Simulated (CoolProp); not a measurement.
Vapour-liquid equilibrium of toluene (1) + m-xylene (2) at 96.5 kPa; x and y are mole fractions of (1).

Values from CoolProp's multi-fluid Helmholtz-energy mixture model, Lemmon 2006 and Zhou 2012; pair parameters Bell 2016.

```json
[
 {"x": "0.05", "bubble temperature, mixture model (°C)": "[?]", "bubble temperature, Raoult's law (°C)": "135.2", "y, mixture model": "0.101", "y, Raoult's law": "0.101"},
 {"x": "0.2", "bubble temperature, mixture model (°C)": "[?]", "bubble temperature, Raoult's law (°C)": "129.7", "y, mixture model": "[?]", "y, Raoult's law": "0.351"},
 {"x": "0.35", "bubble temperature, mixture model (°C)": "[?]", "bubble temperature, Raoult's law (°C)": "124.8", "y, mixture model": "0.547", "y, Raoult's law": "0.542"},
 {"x": "0.5", "bubble temperature, mixture model (°C)": "119.4", "bubble temperature, Raoult's law (°C)": "120.5", "y, mixture model": "0.690", "y, Raoult's law": "0.690"},
 {"x": "0.65", "bubble temperature, mixture model (°C)": "115.7", "bubble temperature, Raoult's law (°C)": "116.6", "y, mixture model": "[?]", "y, Raoult's law": "0.807"},
 {"x": "0.8", "bubble temperature, mixture model (°C)": "[?]", "bubble temperature, Raoult's law (°C)": "113.1", "y, mixture model": "0.892", "y, Raoult's law": "0.901"},
 {"x": "0.95", "bubble temperature, mixture model (°C)": "109.7", "bubble temperature, Raoult's law (°C)": "109.9", "y, mixture model": "0.973", "y, Raoult's law": "0.978"}
]
```

Task: What belongs in the gaps?

Result: 
- 0.05, bubble temperature, mixture model (°C): 135.1
- 0.2, bubble temperature, mixture model (°C): 129.1
- 0.2, y, mixture model: 0.357
- 0.35, bubble temperature, mixture model (°C): 123.9
- 0.65, y, mixture model: 0.801
- 0.8, bubble temperature, mixture model (°C): 112.5

The largest gap from Raoult's law is -1.1 K in bubble temperature, at x = 0.5. No azeotrope shows between x = 0.05 and 0.95.

Pair parameters are fitted to limited data, so mixtures are less certain than the pure fluids.
